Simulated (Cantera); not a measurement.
A perfectly stirred reactor is fed with H2 : O2 = 0.31 : 1 (molar parts), at 0.0133 bar; it is held at 1073 K, and followed from long to short residence time.

Detailed kinetics in Cantera: the H2/O2 subset of GRI-Mech 3.0, which has no nitrogen chemistry. Radical loss at walls, strong at low pressure, is not modelled. The temperature is held fixed by assumption; the heat of reaction is taken as removed at once.

x: mole fraction; the columns are a selection and need not sum to one.

```tsv
τ (s)	x H2	x O2	x OH	x H	x H2O2	x HO2
1.2	0.000964	0.730	0.00119	0.000381	5.04e-7	8.09e-6
0.56	0.00154	0.729	0.00155	0.000812	5.57e-7	9.85e-6
0.26	0.00245	0.727	0.00204	0.00173	5.97e-7	1.15e-5
0.13	0.00370	0.724	0.00260	0.00340	6.19e-7	1.29e-5
0.059	0.00588	0.720	0.00343	0.00721	6.24e-7	1.40e-5
0.028	0.00904	0.713	0.00441	0.0142	6.06e-7	1.46e-5
0.013	0.0139	0.703	0.00557	0.0269	5.67e-7	1.46e-5
0.0064	0.0205	0.692	0.00669	0.0437	5.24e-7	1.40e-5
0.0030	___	0.682	___	___	4.96e-7	1.30e-5
0.0014	0.0485	0.680	0.00865	0.0743	4.98e-7	1.18e-5
0.00068	___	0.689	0.00889	0.0721	5.05e-7	___
```

Task: Fill in the missing entries.

Result: 
- 0.0030, x H2: 0.0310
- 0.0030, x OH: 0.00779
- 0.0030, x H: 0.0627
- 0.00068, x H2: 0.0772
- 0.00068, x HO2: 1.05e-5
